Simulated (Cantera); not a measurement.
Charge: 1 mol Si3N4, 0.1 mol Si, 0.056 mol H2, at 2950 K and 5.60 bar.

These are equilibrium values from Cantera (NASA tables, ideal gas, pure condensed phases), not measurements of a reactor. Candidate condensed phases: Si, Si3N4; 18 gas species. The tables' values for SiN are old estimates; treat these amounts as uncertain. Gases not in the tables: Si2H6 and higher silanes. Rates play no part.

Base state: N2 0.950, H2 0.0220, Si 0.0146, H 0.00846, SiN 0.00191, Si2N 0.00130, SiH 0.000754, Si2 0.000677 (mole fractions); condensed: Si(l).

Q: What changes in the equilibrium state with this change: H2 from 0.056 to 0.12 mol?

A: 
```csv
species,before,after
N2,0.950,0.919
H2,0.0220,0.0482
Si,0.0146,0.0146
H,0.00846,0.0125
SiH2,8.80e-5,0.000193
SiH,0.000754,0.00112
"Si(l), mol",3.05,3.05
```

Q: What changes in the equilibrium state with this change: pressure from 5.60 bar to 0.140 bar?

A: 
```csv
species,before,after
Si,0.0146,0.546
N2,0.950,0.395
Si2,0.000677,0.0237
H2,0.0220,0.00215
H,0.00846,0.0167
Si3,0.000100,0.00329
SiH2,8.80e-5,8.05e-6
N,4.13e-6,1.68e-5
SiN,0.00191,0.00730
Si2N,0.00130,0.00463
"Si(l), mol",3.05,0
```
